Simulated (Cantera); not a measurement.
Input (Python, Cantera):

```python
import numpy as np
import cantera as ct

gas = ct.Solution("h2o2.yaml")
gas.TPX = 1323, 1333, {'H2': 0.027, 'O2': 1}
inlet = ct.Reservoir(gas, clone=True)

reactor = ct.IdealGasConstPressureReactor(gas, energy="off", clone=False)
exhaust = ct.Reservoir(gas, clone=True)
tau = [5.4, 1.3, 0.32, 0.079, 0.019, 0.0047, 0.0012][0]
for a, b in ((inlet, reactor), (reactor, exhaust)):
    ct.MassFlowController(a, b, mdot=lambda t: reactor.mass / tau)
net = ct.ReactorNet([reactor])
show = ['H2', 'O2', 'H2O', 'OH', 'HO2', 'H2O2', 'H']

rows = []
print(f"{'tau/s':>10s}{'T/K':>9s}" + "".join(f"{s:>11s}" for s in show))
for tau in [5.4, 1.3, 0.32, 0.079, 0.019, 0.0047, 0.0012]:
    net.initial_time = 0.0
    net.advance(30 * tau)
    before = gas.X
    net.advance(40 * tau)
    drift = np.max(np.abs(gas.X - before) / (gas.X + 1e-9))
    rows.append([gas.T, *gas[show].X, drift])
    print(f"{tau:10.3e}{gas.T:9.1f}" + "".join(f"{x:11.3e}" for x in gas[show].X))
```

Output:

```
     tau/s      T/K         H2         O2        H2O         OH        HO2       H2O2          H
 5.400e+00   1323.0  3.035e-05  9.715e-01  2.618e-02  7.678e-04  3.620e-07  1.602e-08  3.919e-05
 1.300e+00   1323.0  7.092e-05  9.692e-01  2.584e-02  1.192e-03  6.097e-07  2.319e-08  1.473e-04
 3.200e-01   1323.0  1.548e-04  9.648e-01  2.525e-02  1.749e-03  9.070e-07  3.021e-08  4.672e-04
 7.900e-02   1323.0  3.173e-04  9.585e-01  2.438e-02  2.349e-03  1.181e-06  3.601e-08  1.107e-03
 1.900e-02   1323.0  7.003e-04  9.538e-01  2.326e-02  2.917e-03  1.387e-06  4.289e-08  1.835e-03
 4.700e-03   1323.0  1.897e-03  9.529e-01  2.138e-02  3.650e-03  1.576e-06  5.766e-08  2.408e-03
 1.200e-03   1323.0  5.691e-03  9.561e-01  1.704e-02  4.507e-03  1.709e-06  7.993e-08  2.627e-03
```

Cantera simulation using the H2/O2 subset of GRI-Mech 3.0, which has no nitrogen chemistry; the numbers are that mechanism's predictions, not measurements. Radical loss at walls, strong at low pressure, is not modelled.
